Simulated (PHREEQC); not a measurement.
Brine

Make-up at 25 °C: 5.7 mol/kgw LiBr, 0.3 mol/kgw MgSO4 and 1.1 mol/kgw MgCl2. Closed to the air; pH follows from the charge balance.

Computed with PHREEQC (Pitzer model, pitzer.dat).

* **ionic strength**: 10.2 mol/kgw
* **activity of water**: 0.497
* **density**: 1.379 g/cm³
* **osmotic coefficient**: 2.535

```csv
species,molality,activity,log γ
Br-,5.70,7.14,0.098
Li+,5.70,370,1.813
Cl-,2.20,1.60,-0.138
Mg+2,1.40,1000,3.022
SO4-2,0.300,0.000260,-3.062
MgOH+,1.00e-5,2.42e-5,0.383
```

Precipitation was switched off in this run. Species that the database lacks are ignored.
